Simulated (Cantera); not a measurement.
## Hydrocarbon pyrolysis for carbon deposition

A perfectly stirred reactor is fed with C2H4 : H2 = 1 : 4.9 (molar parts), at 250 Pa; it is held at 1323 K, and followed from long to short residence time.

Detailed kinetics in Cantera: GRI-Mech 3.0 (53 species, 325 reactions). GRI-Mech 3.0 was tuned for natural gas; its chemistry of ethylene as a main component is partial and can be far from experiment. GRI-Mech 3.0 stops at C3 and has no aromatics, soot or wall deposition, so with more carbon than oxygen in the feed, carbon stays in small species such as C2H2 where larger ones or solid carbon would form. Radical loss at walls, strong at low pressure, is not modelled.

| τ (s) | x C2H4 | x H2 | x CH2 | x C2H | x H | x CH4 | x C2H2 |
|---|---|---|---|---|---|---|---|
| 3.8 | 0.149 | 0.833 | 8.06e-12 | 3.07e-11 | 2.69e-6 | 1.86e-5 | 0.0175 |
| 1.2 | 0.164 | 0.831 | 4.15e-12 | 3.63e-12 | 1.26e-6 | 2.36e-6 | 0.00445 |
| 0.38 | 0.168 | 0.831 | <1e-12 | <1e-12 | 2.23e-7 | 7.81e-8 | 0.00105 |
| 0.12 | 0.169 | 0.831 | <1e-12 | <1e-12 | 5.81e-8 | 3.17e-9 | 0.000315 |
| 0.038 | 0.169 | 0.831 | <1e-12 | <1e-12 | 1.78e-8 | 1.69e-10 | 9.83e-5 |
| 0.012 | 0.169 | 0.831 | <1e-12 | <1e-12 | 5.55e-9 | 1.12e-11 | 3.09e-5 |
| 0.0039 | 0.169 | 0.831 | <1e-12 | <1e-12 | 1.77e-9 | <1e-12 | 1.00e-5 |
| 0.0012 | 0.169 | 0.831 | <1e-12 | <1e-12 | 5.24e-10 | <1e-12 | 3.09e-6 |
| 0.00039 | 0.169 | 0.831 | <1e-12 | <1e-12 | 1.60e-10 | <1e-12 | 1.00e-6 |
| 0.00012 | 0.169 | 0.831 | <1e-12 | <1e-12 | 4.59e-11 | <1e-12 | 3.09e-7 |
x: mole fraction; the columns are a selection and need not sum to one.
